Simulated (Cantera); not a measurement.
Standard-state values (1 bar) from the NASA 1993 polynomials, evaluated with Cantera. Values are per mole of reaction as written; species without (g) are pure solids or liquids, kept so even where they would boil at 1 bar. ZrN: taken at fixed stoichiometry.

### Question
Between 2125 and 2625 K, where is each reaction favourable under standard conditions?
- 3 N(g) + ZrO2(g) ⇌ ZrN + 2 NO(g)

### Answer
- 3 N(g) + ZrO2(g) ⇌ ZrN + 2 NO(g): ΔG° is -728 kJ at 2125 K and -592 kJ at 2625 K; it stays negative (K > 1). ΔH° is -1298 kJ and ΔS° -269 J/K at 2625 K.
